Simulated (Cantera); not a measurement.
Charge: 1 mol HgO, 2.9 mol O2, 4.3 mol H2, held at 28.0 mbar.

These are equilibrium values from Cantera (NASA tables, ideal gas, pure condensed phases), not measurements of a reactor. Candidate condensed phases: H2O, Hg, HgO; 10 gas species. Kinetics and transport are ignored.

x: gas mole fraction; n: condensed amount in mol.

```
T (K)  x H2O   x O2    x Hg    x OH  n HgO(s)
-----  -----  -----  ------  ------  --------
548    0.740  0.173  0.0875  <1e-12     0.491
623    0.656  0.191   0.153     [?]         0
698    0.656  0.191   0.153     [?]         0
773    0.656  0.191   0.153     [?]         0
848    0.656  0.191   0.153     [?]         0
923    0.656  0.191   0.153     [?]         0
998    0.656  0.191   0.153     [?]         0
1073   0.656  0.191   0.153     [?]         0
1148   0.656  0.191   0.153     [?]         0
1223   0.656  0.191   0.153     [?]         0
1298   0.656  0.191   0.153     [?]         0
1373   0.656  0.191   0.153     [?]         0
1448   0.656  0.191   0.153     [?]         0
```

Task: What belongs in the gaps?

Result: 
- 623, x OH: 5.29e-12
- 698, x OH: 1.52e-10
- 773, x OH: 2.28e-9
- 848, x OH: 2.12e-8
- 923, x OH: 1.38e-7
- 998, x OH: 6.76e-7
- 1073, x OH: 2.66e-6
- 1148, x OH: 8.75e-6
- 1223, x OH: 2.49e-5
- 1298, x OH: 6.27e-5
- 1373, x OH: 0.000143
- 1448, x OH: 0.000299
